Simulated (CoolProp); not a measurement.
Values from CoolProp's reference Helmholtz-energy equation of state, Lemmon 2005. It is a short technical equation, of lower accuracy than the large ones.

Question: For trans-2-butene, give the phase and the cp (kJ/(kg K)), Joule-Thomson coefficient (K/MPa), fugacity coefficient at 331.4 K and 4840 kPa; 373.2 K and 4840 kPa.

Answer: 
- 331.4 K and 4840 kPa: liquid; cp 2.46, Joule-Thomson coefficient -0.186, fugacity coefficient 0.126
- 373.2 K and 4840 kPa: liquid; cp 2.76, Joule-Thomson coefficient 0.138, fugacity coefficient 0.280
